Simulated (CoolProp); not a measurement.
Ammonia at 468.68 K and 1.13 MPa flows at 1.6 m/s in a round tube of 2 mm bore and 15 µm roughness, fully developed (64/Re and Nu = 3.66 if laminar; Colebrook and Gnielinski if turbulent). Each further row changes one setting.

Model: reference Helmholtz-energy equation of state, Gao 2020, in CoolProp.

```csv
case,Reynolds number,Darcy friction factor,pressure drop (Pa/m),heat-transfer coefficient (W/(m² K)),mass flow (kg/h)
as stated,970,___,___,89.2,0.0914
velocity 3.2 m/s,1940,0.0330,426,89.2,___
diameter 4 mm,1940,0.0330,___,___,___
```

What belongs in the gaps?


- as stated, Darcy friction factor: 0.0660
- as stated, pressure drop (Pa/m): 213
- velocity 3.2 m/s, mass flow (kg/h): 0.183
- diameter 4 mm, pressure drop (Pa/m): 53.3
- diameter 4 mm, heat-transfer coefficient (W/(m² K)): 44.6
- diameter 4 mm, mass flow (kg/h): 0.365

Viscosity comes from a separate model (Fenghour 1995). Thermal conductivity comes from a separate model (Tufeu 1984).
